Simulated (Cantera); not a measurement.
Input (Python, Cantera):

```python
import numpy as np
import cantera as ct

surf = ct.Interface("ptcombust.yaml", "Pt_surf")
gas = surf.adjacent["gas"]
gas.TPX = 975, 100000, {'H2': 0.0029, 'O2': 0.011, 'N2': 0.79}
surf.TP = 975, 100000
reactor = ct.FlowReactor(gas, clone=False)
reactor.area = 0.0001  # m2
reactor.surface_area_to_volume_ratio = 200  # 1/m
reactor.mass_flow_rate = 0.46 * reactor.area * gas.density  # inlet velocity 0.46 m/s
reactor.energy_enabled = False
wall = ct.ReactorSurface(surf, reactor, clone=False)
net = ct.ReactorNet([reactor])
net.rtol, net.atol = 1e-8, 1e-16
show, cover = ['H2', 'O2', 'H2O'], ['PT(S)', 'H(S)', 'O(S)', 'OH(S)', 'CO(S)', 'C(S)']

rows = []
print(f"{'z/m':>9s}{'u/(m/s)':>9s}" + "".join(f"{s:>13s}" for s in show + cover))
for z in [0.00027, 0.00045, 0.00075, 0.0013, 0.0021, 0.0035, 0.0058, 0.0097, 0.016, 0.027]:
    net.advance(z)
    rows.append([reactor.speed, *gas[show].X, *surf[cover].coverages])
    print(f"{z:9.4g}{rows[-1][0]:9.3g}" + "".join(f"{x:13.4e}" for x in rows[-1][1:]))
```

Output:

```
      z/m  u/(m/s)           H2           O2          H2O        PT(S)         H(S)         O(S)        OH(S)        CO(S)         C(S)
  0.00027    0.459   6.9023e-04   1.2242e-02   2.9224e-03   3.1069e-01   3.0127e-07   6.8800e-01   1.3122e-03   6.5801e-28   3.7239e-30
  0.00045    0.459   2.8406e-04   1.2041e-02   3.3294e-03   2.9383e-01   2.7827e-07   7.0484e-01   1.3244e-03  -2.0113e-26  -1.2473e-28
  0.00075    0.459   6.8516e-05   1.1935e-02   3.5453e-03   2.8594e-01   2.6797e-07   7.1273e-01   1.3312e-03   1.8457e-29   1.2476e-31
   0.0013    0.459   5.2599e-06   1.1904e-02   3.6086e-03   2.8375e-01   2.6515e-07   7.1492e-01   1.3333e-03   4.7787e-26   2.8304e-28
   0.0021    0.459   1.2708e-07   1.1901e-02   3.6138e-03   2.8357e-01   2.6493e-07   7.1509e-01   1.3335e-03   1.5151e-28   7.6195e-31
   0.0035    0.459   2.2357e-10   1.1901e-02   3.6139e-03   2.8357e-01   2.6492e-07   7.1510e-01   1.3335e-03   1.5467e-28   7.7548e-31
   0.0058    0.459   3.5370e-11   1.1901e-02   3.6139e-03   2.8357e-01   2.6492e-07   7.1510e-01   1.3335e-03   9.7807e-29   5.9137e-31
   0.0097    0.459   3.5366e-11   1.1901e-02   3.6139e-03   2.8357e-01   2.6492e-07   7.1510e-01   1.3335e-03   1.3699e-28   4.5176e-31
    0.016    0.459   3.5365e-11   1.1901e-02   3.6139e-03   2.8357e-01   2.6492e-07   7.1510e-01   1.3335e-03  -1.6390e-26   2.9270e-31
    0.027    0.459   3.5364e-11   1.1901e-02   3.6139e-03   2.8357e-01   2.6492e-07   7.1510e-01   1.3335e-03   2.2498e-29   1.3714e-31
```

Cantera simulation using Deutschmann's 1995 Pt surface mechanism with GRI-Mech 3.0 gas chemistry; the numbers are that mechanism's predictions, not measurements. Catalytic surfaces can have several steady states; this one follows from the mechanism file's or the stated starting coverage. Mass transfer to the wall is taken as infinitely fast.
